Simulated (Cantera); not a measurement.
Cantera run:

```python
import numpy as np
import cantera as ct

gas_names = [...]  # 109 gases of nasa_gas.yaml made of C, Cl, H, Si
cond_names = """
    C(gr) C6H6(L) C7H8(L) C8H18(L),n-octa Si(cr) Si(L) SiC(b)
""".split()


# ... load() reads the species with a 1 bar reference pressure and builds the phases ...
atoms = {
    '(CH3)2SiCl2': {'C': 2, 'H': 6, 'Si': 1, 'CL': 2},
    'C2H4': {'C': 2, 'H': 4},
    'H2': {'H': 2},
}
top_T = {'C(gr)': 4500, 'SiC(b)': 3050}  # K; cautious upper limits of use, not melting points


# ... equilibrate(T, P, feed) seeds the gas with the atoms and calls Mixture.equilibrate('TP', solver="vcs", rtol=1e-11, max_steps=5000) ...
results = []
feed = {'(CH3)2SiCl2': 1, 'C2H4': 0.02, 'H2': 900}  # mol
P = 13000  # Pa
for T in [1250, 1400, 1550, 1700, 1850, 2000, 2150]:
    mix = equilibrate(T, P, feed)
    results.append((T, P, feed, dict(zip(mix.species_names, mix.species_moles))))

top = {s: max(r[3][s] / sum(r[3][g] for g in gas_names) for r in results) for s in gas_names}
cols = sorted((s for s in top if top[s] > 0.0001), key=lambda s: -top[s])[:5]
seen = [c for c in cond_names if any(r[3].get(c, 0) > 1e-12 for r in results)]
print("log10 of partial pressures in bar; condensed amounts in mol")
print(f"{'T/K':>10s}" + "".join(f"{s[:9]:>10s}" for s in cols + seen))
for T, P, feed, n in results:
    ng = sum(n[g] for g in gas_names)
    print(f"{T:10.4g}" + "".join(f"{np.log10(max(n[s] / ng * P / 1e5, 1e-99)):10.3f}" for s in cols)
          + "".join(f"{n.get(c, 0):10.4g}" for c in seen))
```

Output:

```
log10 of partial pressures in bar; condensed amounts in mol
       T/K        H2         H       HCL       CH4 C2H2,acet     C(gr)    SiC(b)
      1250    -0.888    -6.759    -3.541    -3.825    -7.668         0         1
      1400    -0.887    -5.757    -3.541    -4.139    -6.486    0.5303    0.9999
      1550    -0.887    -4.945    -3.541    -4.466    -5.682    0.7725    0.9998
      1700    -0.887    -4.275    -3.541    -4.735    -5.022    0.7783    0.9995
      1850    -0.888    -3.713    -3.542    -4.960    -4.470    0.4923    0.9965
      2000    -0.889    -3.233    -3.544    -5.216    -4.134         0     0.967
      2150    -0.893    -2.821    -3.549    -5.526    -4.023         0    0.6595
```

Method: chemical equilibrium by Gibbs-energy minimisation in Cantera with the NASA 1993 tables (ideal gas, pure condensed phases). The feed counts by its element totals alone. Gases not in the tables: Si2H6 and higher silanes.
